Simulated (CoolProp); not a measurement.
Saturation properties of ethanol.

Model: reference Helmholtz-energy equation of state, Schroeder 2014, in CoolProp.

```csv
T (°C),p (kPa),vapour viscosity (µPa s),liquid conductivity (mW/(m K))
99.75,222.3,11.0,151
111.05,323.3,11.3,149
122.25,457.2,11.7,147
133.55,633.9,12.0,146
144.85,860.4,12.4,144
156.15,1145,12.7,142
167.35,1495,13.1,140
178.65,1924,13.6,138
189.95,2440,14.1,136
201.25,3054,14.7,135
212.55,3777,15.6,133
223.75,4616,16.8,133
```

It boils at 78.4 °C under 1 atm.

Viscosity comes from a separate model (Kiselev 2005). Thermal conductivity comes from a separate model (Assael 2013).
